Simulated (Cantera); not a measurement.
# Moist CO burnout

An isothermal, constant-pressure homogeneous reactor starts with 0.347 % CO, 3.93 % O₂, 4.38 % H₂O, 91.3 % N₂, at 1000 K and 2180 Torr.

Cantera simulation using GRI-Mech 3.0 (53 species, 325 reactions); the numbers are that mechanism's predictions, not measurements.

```
t (s)         x CO    x O₂   x H₂O      x H₂      x NO     x CO₂
--------  --------  ------  ------  --------  --------  --------
0.000300   0.00347  0.0393  0.0438  1.22e-12    <1e-12  2.52e-10
0.000793   0.00347  0.0393  0.0438  7.21e-12    <1e-12   1.07e-9
0.00210    0.00347  0.0393  0.0438  3.08e-11    <1e-12   4.15e-9
0.00554    0.00347  0.0393  0.0438  1.25e-10    <1e-12   1.67e-8
0.0147     0.00347  0.0393  0.0438  6.73e-10    <1e-12   9.23e-8
0.0387     0.00347  0.0393  0.0438   7.98e-9    <1e-12   1.09e-6
0.102      0.00342  0.0392  0.0438   6.25e-7    <1e-12   5.57e-5
0.271      0.00302  0.0391  0.0438   4.56e-6    <1e-12  0.000454
0.715      0.00222  0.0387  0.0439   6.31e-6    <1e-12   0.00126
1.89       0.00116  0.0382  0.0439   3.57e-6  1.21e-12   0.00231
5.00      0.000415  0.0378  0.0439   1.16e-6  1.29e-12   0.00306
```
x: mole fraction; the columns are a selection and need not sum to one.

Equilibrium at this temperature and pressure: CO <1e-12, O₂ 0.0376, H₂O 0.0439, H₂ 1.17e-11, NO 1.43e-5, CO₂ 0.00348 (gas phase only).
